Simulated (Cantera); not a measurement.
A perfectly stirred reactor is fed with 9.43 % C₂H₄, 18.9 % O₂, 52.8 % N₂, 18.9 % CO₂, equivalence ratio 1.5, at 101000 Pa; it is adiabatic with a 773 K inlet, and is followed from long to short residence time, starting on the burning branch (τ in s: 0.024, 0.012, 0.0056, 0.0027, 0.0013, 0.00062, 0.0003, 0.00014, 6.8e-05, 3.3e-05, 1.6e-05, 7.6e-06).

Model: GRI-Mech 3.0 (53 species, 325 reactions), integrated in Cantera. GRI-Mech 3.0 was tuned for natural gas; its chemistry of ethylene as a main component is partial and can be far from experiment.

Question: Predict: blow-out, bracketed by the residence times tried; x(C₂H₄) at τ = 24.0 ms; x(O₂) at τ = 24.0 ms; x(CO₂) at τ = 24.0 ms; x(HCN) at τ = 24.0 ms; x(C₂H) at τ = 24.0 ms; x(C₂H₄) at τ = 0.300 ms; x(O₂) at τ = 0.300 ms; x(CO₂) at τ = 0.300 ms; x(HCN) at τ = 0.300 ms; x(C₂H) at τ = 0.300 ms.

Answer: 
```
Property                                                                      Result
------------------------------------------------  ----------------------------------
blow-out, bracketed by the residence times tried  burning at 33.0 µs, out at 16.0 µs
x(C₂H₄) at τ = 24.0 ms                                                       4.60e-6
x(O₂) at τ = 24.0 ms                                                         0.00115
x(CO₂) at τ = 24.0 ms                                                          0.189
x(HCN) at τ = 24.0 ms                                                        1.75e-6
x(C₂H) at τ = 24.0 ms                                                        1.51e-7
x(C₂H₄) at τ = 0.300 ms                                                     0.000162
x(O₂) at τ = 0.300 ms                                                        0.00832
x(CO₂) at τ = 0.300 ms                                                         0.178
x(HCN) at τ = 0.300 ms                                                       8.93e-6
x(C₂H) at τ = 0.300 ms                                                       3.17e-6
```
